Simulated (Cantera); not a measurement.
Input (Python, Cantera) and output of one run.

```python
import numpy as np
import cantera as ct

gas_names = """
    SiF4 SiF2 NF3 Si N2 N
""".split()
cond_names = """
    Si(cr) Si(L)
""".split()


def load(file, names, dense=False):
    # The tables refer to 1 bar. Condensed volumes are neglected.
    table = {s.name: s for s in ct.Species.list_from_file(file)}
    out = []
    for n in names:
        d = dict(table[n].input_data)
        d["thermo"] = dict(d["thermo"], **{"reference-pressure": 1e5})
        if dense:
            d["equation-of-state"] = {"model": "constant-volume", "density": "1e6 g/cm^3"}
        out.append(ct.Species.from_dict(d))
    return out


species = {s.name: s for s in load("nasa_gas.yaml", gas_names) + load("nasa_condensed.yaml", cond_names)}
# Each term lists the table entries of one substance; the one whose range holds T is used.
reactions = {
    'SiF4(g) + Si = 2 SiF2(g)':
        [(-1, ['SiF4']), (-1, ['Si(cr)', 'Si(L)']), (2, ['SiF2'])],
    '2 NF3(g) + 3 Si(g) = 3 SiF2(g) + N2(g)':
        [(-2, ['NF3']), (-3, ['Si']), (3, ['SiF2']), (1, ['N2'])],
    '3 Si + 2 NF3(g) = 3 SiF2(g) + 2 N(g)':
        [(-3, ['Si(cr)', 'Si(L)']), (-2, ['NF3']), (3, ['SiF2']), (2, ['N'])],
}


def pick(names, T):
    return next(species[n] for n in names if species[n].thermo.min_temp <= T <= species[n].thermo.max_temp)


results = []
for label, terms in reactions.items():
    print(label)
    print("     T/K   dH/kJ  dS/(J/K)   dG/kJ   log10 K")
    for T in [300, 1448, 1548, 1648, 1748, 1848, 1948, 2048]:
        used = [(nu, pick(names, T)) for nu, names in terms]
        dH = sum(nu * s.thermo.h(T) for nu, s in used) / 1e6
        dS = sum(nu * s.thermo.s(T) for nu, s in used) / 1e3
        dG = dH - T * dS / 1e3
        logK = -dG * 1e6 / (ct.gas_constant * T * np.log(10))
        results.append((label, T, dH, dS, dG, logK, [s.name for _, s in used]))
        print(f"{T:8g} {dH:8.1f} {dS:8.1f} {dG:8.1f} {logK:8.2f}")
```

Result:

```
SiF4(g) + Si = 2 SiF2(g)
     T/K   dH/kJ  dS/(J/K)   dG/kJ   log10 K
     300    439.2    211.6    375.8   -65.43
    1448    422.3    191.1    145.6    -5.25
    1548    420.4    189.8    126.6    -4.27
    1648    418.4    188.5    107.7    -3.41
    1748    366.3    157.7     90.6    -2.71
    1848    364.4    156.7     74.9    -2.12
    1948    362.6    155.7     59.3    -1.59
    2048    360.7    154.8     43.8    -1.12
2 NF3(g) + 3 Si(g) = 3 SiF2(g) + N2(g)
     T/K   dH/kJ  dS/(J/K)   dG/kJ   log10 K
     300  -2850.2    -64.3  -2830.9   492.90
    1448  -2874.1    -94.5  -2737.3    98.74
    1548  -2876.7    -96.2  -2727.8    92.04
    1648  -2879.3    -97.8  -2718.1    86.15
    1748  -2882.0    -99.4  -2708.2    80.93
    1848  -2884.7   -100.9  -2698.2    76.27
    1948  -2887.6   -102.4  -2688.1    72.08
    2048  -2890.4   -103.8  -2677.8    68.30
3 Si + 2 NF3(g) = 3 SiF2(g) + 2 N(g)
     T/K   dH/kJ  dS/(J/K)   dG/kJ   log10 K
     300   -554.8    498.3   -704.3   122.63
    1448   -582.7    468.9  -1261.7    45.51
    1548   -586.7    466.3  -1308.4    44.15
    1648   -590.8    463.7  -1354.9    42.94
    1748   -745.5    372.2  -1396.0    41.72
    1848   -749.3    370.1  -1433.1    40.51
    1948   -753.1    368.0  -1470.0    39.42
    2048   -757.1    366.0  -1506.7    38.43
```

Source: NASA polynomial tables (part measured, part estimated), evaluated in Cantera. The tables' values for SiF2 are old estimates. Condensed species are held in their standard states even where they would react or evaporate.
